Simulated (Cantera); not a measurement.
Source: NASA polynomial tables (part measured, part estimated), evaluated in Cantera. Values are per mole of reaction as written; species without (g) are pure solids or liquids, kept so even where they would boil at 1 bar.

### Question
Between 1525 and 1775 K, where is each reaction favourable under standard conditions?
- PbO + CO(g) = Pb(g) + CO₂(g)
- C + PbO(g) = CO(g) + Pb(g)

### Answer
- PbO + CO(g) = Pb(g) + CO₂(g): ΔG° is -29 kJ at 1525 K and -47 kJ at 1775 K; it stays negative (K > 1). ΔH° is 79 kJ and ΔS° 71 J/K at 1775 K.
- C + PbO(g) = CO(g) + Pb(g): ΔG° is -181 kJ at 1525 K and -212 kJ at 1775 K; it stays negative (K > 1). ΔH° is 10 kJ and ΔS° 125 J/K at 1775 K.
